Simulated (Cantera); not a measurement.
# Ammonia decomposition in nitride growth gas

An isothermal, constant-pressure homogeneous reactor starts with NH3 : H2 = 1 : 4.7 (molar parts), at 2348 K and 0.0130 bar.

Model: the gas-phase N/H chemistry of the illustrative SiF4/NH3 mechanism in the Surface Chemkin manual (1991), integrated in Cantera. Walls and surfaces, which speed up NH3 decomposition in real reactors, are not modelled.

```
t (s)       x NH3   x H2    x N2H4       x H       x N     x NH     x NH2
--------  -------  -----  --------  --------  --------  -------  --------
8.00e-5     0.175  0.825    <1e-12   6.03e-5  1.07e-10  4.74e-8   4.17e-5
0.000229    0.175  0.824  7.72e-12  0.000173   3.62e-9  4.62e-7  0.000118
0.000656    0.175  0.824  6.22e-11  0.000492   9.32e-8  3.94e-6  0.000335
0.00188     0.174  0.824  4.59e-10   0.00135   1.89e-6  2.92e-5  0.000910
0.00538     0.169  0.825   1.47e-9   0.00248   1.10e-5  9.39e-5   0.00163
0.0154      0.152  0.834   1.37e-9   0.00270   1.24e-5  9.80e-5   0.00157
0.0442      0.113  0.857  9.11e-10   0.00305   1.25e-5  8.88e-5   0.00128
0.126      0.0499  0.892  3.00e-10   0.00413   1.27e-5  6.80e-5  0.000737
0.362     0.00336  0.913  8.93e-12    0.0108   1.51e-5  3.09e-5  0.000127
1.04      3.27e-6  0.873    <1e-12    0.0542   2.14e-6  8.34e-7   6.50e-7
2.97      9.66e-8  0.833    <1e-12    0.0958   4.03e-7  8.46e-8   3.56e-8
8.51      3.64e-8  0.830    <1e-12    0.0993   1.71e-7  3.45e-8   1.39e-8
24.4      3.23e-8  0.830    <1e-12    0.0993   1.52e-7  3.07e-8   1.24e-8
69.8      3.23e-8  0.830    <1e-12    0.0993   1.52e-7  3.07e-8   1.24e-8
200       3.23e-8  0.830    <1e-12    0.0993   1.52e-7  3.07e-8   1.24e-8
```
x: mole fraction; the columns are a selection and need not sum to one.

Equilibrium at this temperature and pressure: NH3 3.23e-8, H2 0.830, N2H4 <1e-12, H 0.0993, N 1.52e-7, NH 3.07e-8, NH2 1.24e-8 (gas phase only).
